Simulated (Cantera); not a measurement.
Moist CO burnout

An isothermal, constant-pressure homogeneous reactor starts with 0.643 % CO, 0.336 % O2, 0.0574 % H2O, 99.0 % N2, at 1475 K and 1.38 atm.

Detailed kinetics in Cantera: GRI-Mech 3.0 (53 species, 325 reactions).

| t (s) | x CO | x O2 | x H2O | x H | x CO2 | x H2 |
|---|---|---|---|---|---|---|
| 3.00e-5 | 0.00643 | 0.00336 | 0.000574 | 7.94e-12 | 1.55e-9 | <1e-12 |
| 6.31e-5 | 0.00643 | 0.00336 | 0.000574 | 4.33e-11 | 3.30e-9 | <1e-12 |
| 0.000133 | 0.00643 | 0.00336 | 0.000574 | 2.22e-10 | 7.30e-9 | 6.49e-12 |
| 0.000279 | 0.00643 | 0.00336 | 0.000574 | 1.08e-9 | 1.80e-8 | 6.75e-11 |
| 0.000588 | 0.00643 | 0.00336 | 0.000574 | 5.78e-9 | 6.29e-8 | 7.20e-10 |
| 0.00124 | 0.00643 | 0.00336 | 0.000574 | 5.84e-8 | 5.46e-7 | 1.15e-8 |
| 0.00260 | 0.00640 | 0.00333 | 0.000569 | 4.20e-6 | 3.75e-5 | 9.85e-7 |
| 0.00548 | 0.00413 | 0.00201 | 0.000334 | 0.000340 | 0.00231 | 3.97e-5 |
| 0.0115 | 0.00187 | 0.00103 | 0.000407 | 0.000199 | 0.00458 | 4.39e-5 |
| 0.0242 | 0.000988 | 0.000627 | 0.000498 | 6.62e-5 | 0.00546 | 2.82e-5 |
| 0.0510 | 0.000555 | 0.000419 | 0.000536 | 2.41e-5 | 0.00590 | 1.72e-5 |
| 0.107 | 0.000316 | 0.000302 | 0.000554 | 9.21e-6 | 0.00614 | 1.02e-5 |
| 0.226 | 0.000179 | 0.000234 | 0.000564 | 3.58e-6 | 0.00627 | 5.96e-6 |
| 0.475 | 9.88e-5 | 0.000194 | 0.000569 | 1.39e-6 | 0.00635 | 3.36e-6 |
| 1.00 | 5.26e-5 | 0.000171 | 0.000572 | 5.19e-7 | 0.00640 | 1.81e-6 |
x: mole fraction; the columns are a selection and need not sum to one.

Equilibrium at this temperature and pressure: CO 1.58e-6, O2 0.000134, H2O 0.000575, H 2.63e-9, CO2 0.00645, H2 5.69e-8 (gas phase only).
